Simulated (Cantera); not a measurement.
A closed system holds: 1 mol AlCl3, 31 mol N2, at 133 Pa.

Method: chemical equilibrium by Gibbs-energy minimisation in Cantera with the NASA 1993 tables (ideal gas, pure condensed phases). Candidate condensed phases: Al, AlCl3, AlN; 11 gas species. The tables' values for AlCl2 are old estimates; treat these amounts as uncertain. Kinetics and transport are ignored. All values below are at 1798 K.

Base state: N2 0.950, Cl 0.0189, AlCl3 0.0182, AlCl 0.00637, AlCl2 0.00613 (mole fractions); condensed: gas only.

Question: What changes in the equilibrium state with this change: AlCl3 replaced by Al?

Answer: 
| species | before | after |
|---|---|---|
| N2 | 0.950 | 0.994 |
| Al | 2.94e-7 | 0.00591 |
| Cl | 0.0189 | 0 |
| AlCl3 | 0.0182 | 0 |
| AlCl | 0.00637 | 0 |
| AlCl2 | 0.00613 | 0 |
| AlN(s), mol | 0 | 0.818 |
